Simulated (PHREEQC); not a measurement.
Dissolve 0.18 mol/kgw HF and 0.0078 mol/kgw KF at 20 °C. It is in equilibrium with CO2 at log p = -3.4 (atm). Otherwise closed; pH follows from the charge balance.

Computed with PHREEQC (ion-association model, phreeqc.dat).

Each row changes one thing in this solution. No solid was allowed to form.

```
case                                 pH  ionic strength (mol/kgw)  HF (mol/kgw)  F- (mol/kgw)  HF2- (mol/kgw)  HCO3- (mol/kgw)
---------------------------------  ----  ------------------------  ------------  ------------  --------------  ---------------
as made                            1.97                    0.0199         0.161        0.0125         0.00740         6.81e-10
KF from 0.0078 to 0.00702 mol/kgw  1.96                    0.0194         0.160        0.0122         0.00721         6.64e-10
diluted 100-fold with water        3.09                  0.000909      0.000966      0.000906         3.22e-6          8.32e-9
temperature from 20 to 35 °C       2.03                (withheld)         0.162        0.0110         0.00733         6.23e-10
diluted 10-fold with water         2.52                   0.00399        0.0146       0.00378        0.000203          2.29e-9
HF from 0.18 to 0.9 mol/kgw        1.33                    0.0627         0.798        0.0159      (withheld)         1.68e-10
temperature from 20 to 75 °C       2.24                    0.0143         0.168       0.00829         0.00602         4.94e-10
KF from 0.0078 to 0.00858 mol/kgw  1.98                    0.0204         0.161        0.0129         0.00759         6.98e-10
```

**Question.** Complete the blanks.

**Answer.** 
- temperature from 20 to 35 °C, ionic strength (mol/kgw): 0.0184
- HF from 0.18 to 0.9 mol/kgw, HF2- (mol/kgw): 0.0468

Species that the database lacks are ignored. Constants without temperature data keep their 25 °C values here.
